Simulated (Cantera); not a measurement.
An adiabatic, constant-volume homogeneous reactor starts with CH₄ : O₂ : N₂ = 1 : 3.23 : 12.1 (molar parts), at 1425 K and 0.880 bar. Integrator tolerance rtol = 1e-08.

Model: GRI-Mech 3.0 (53 species, 325 reactions), integrated in Cantera.

What does this change do: initial temperature 1425 to 1375 K?


```json
[
 {"quantity": "time of steepest temperature rise", "before": "2.23 ms", "after": "3.90 ms"},
 {"quantity": "temperature at 0.500 s", "before": "2663 K", "after": "2643 K"},
 {"quantity": "equilibrium temperature", "before": "2663 K", "after": "2643 K"},
 {"quantity": "x(CH₄) at 0.500 s", "before": "<1e-12 (gas-phase equilibrium <1e-12)", "after": "<1e-12 (gas-phase equilibrium <1e-12)"},
 {"quantity": "x(O₂) at 0.500 s", "before": "0.0673 (gas-phase equilibrium 0.0673)", "after": "0.0675 (gas-phase equilibrium 0.0675)"},
 {"quantity": "x(C₂H₄) at 0.500 s", "before": "<1e-12 (gas-phase equilibrium <1e-12)", "after": "<1e-12 (gas-phase equilibrium <1e-12)"},
 {"quantity": "x(H₂O) at 0.500 s", "before": "0.107 (gas-phase equilibrium 0.107)", "after": "0.108 (gas-phase equilibrium 0.108)"},
 {"quantity": "x(CH₃) at 0.500 s", "before": "<1e-12 (gas-phase equilibrium <1e-12)", "after": "<1e-12 (gas-phase equilibrium <1e-12)"},
 {"quantity": "x(H₂) at 0.500 s", "before": "0.00402 (gas-phase equilibrium 0.00402)", "after": "0.00366 (gas-phase equilibrium 0.00366)"}
]
```

What does this change do: pressure from 0.880 bar to 0.520 bar?


```tsv
quantity	before	after
time of steepest temperature rise	2.23 ms	3.35 ms
temperature at 0.500 s	2663 K	2634 K
equilibrium temperature	2663 K	2634 K
x(CH₄) at 0.500 s	<1e-12 (gas-phase equilibrium <1e-12)	<1e-12 (gas-phase equilibrium <1e-12)
x(O₂) at 0.500 s	0.0673 (gas-phase equilibrium 0.0673)	0.0679 (gas-phase equilibrium 0.0679)
x(C₂H₄) at 0.500 s	<1e-12 (gas-phase equilibrium <1e-12)	<1e-12 (gas-phase equilibrium <1e-12)
x(H₂O) at 0.500 s	0.107 (gas-phase equilibrium 0.107)	0.106 (gas-phase equilibrium 0.106)
x(CH₃) at 0.500 s	<1e-12 (gas-phase equilibrium <1e-12)	<1e-12 (gas-phase equilibrium <1e-12)
x(H₂) at 0.500 s	0.00402 (gas-phase equilibrium 0.00402)	0.00454 (gas-phase equilibrium 0.00454)
```
